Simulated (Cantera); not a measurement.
A perfectly stirred reactor is fed with NH₃ : H₂ = 1 : 18 (molar parts), at 0.0217 atm; it is held at 1900 K, and followed from long to short residence time.

Computed with Cantera and the gas-phase N/H chemistry of the illustrative SiF4/NH3 mechanism in the Surface Chemkin manual (1991). Walls and surfaces, which speed up NH3 decomposition in real reactors, are not modelled.

```json
[
 {"quantity": "x(NH₃) at τ = 21.0 s", "before": "0.00800", "after": "0.00384"},
 {"quantity": "x(H₂) at τ = 21.0 s", "before": "0.969", "after": "0.972"},
 {"quantity": "x(H) at τ = 21.0 s", "before": "0.00163", "after": "0.000775"},
 {"quantity": "x(NH) at τ = 21.0 s", "before": "2.52e-6", "after": "2.71e-7"},
 {"quantity": "x(N₂) at τ = 21.0 s", "before": "0.0212", "after": "0.0232"},
 {"quantity": "x(NH₃) at τ = 0.120 s", "before": "0.0519", "after": "0.0384"},
 {"quantity": "x(H₂) at τ = 0.120 s", "before": "0.947", "after": "0.954"},
 {"quantity": "x(H) at τ = 0.120 s", "before": "0.000599", "after": "0.000600"},
 {"quantity": "x(NH) at τ = 0.120 s", "before": "2.29e-6", "after": "1.68e-6"},
 {"quantity": "x(N₂) at τ = 0.120 s", "before": "0.000272", "after": "0.00670"}
]
```

Task: Which change was made?
A. temperature 1900 to 1723 K
B. pressure from 0.0217 atm to 0.0263 atm
C. pressure from 0.0217 atm to 0.987 atm
D. H2 18 to 9.1 parts

Result: C, pressure from 0.0217 atm to 0.987 atm
